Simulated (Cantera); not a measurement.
# Ignition delay

Mixture: 38.7 % H2, 12.9 % O2, 48.4 % N2, equivalence ratio 1.5, at 101000 Pa, adiabatic and at constant volume. Ignition delay is the time to a rise of 400 K.

Cantera simulation using the H2/O2 subset of GRI-Mech 3.0, which has no nitrogen chemistry; the numbers are that mechanism's predictions, not measurements. Where the delays flatten at high temperature, the 400 K rule measures the pace of heat release, not the induction time.

| T0 (K) | delay (ms) |
|---|---|
| 1150 | 0.0626 |
| 1200 | 0.0462 |
| 1250 | 0.0357 |
| 1300 | 0.0285 |
| 1350 | 0.0234 |
| 1400 | 0.0197 |
| 1450 | 0.0170 |
| 1500 | 0.0150 |
| 1550 | 0.0136 |
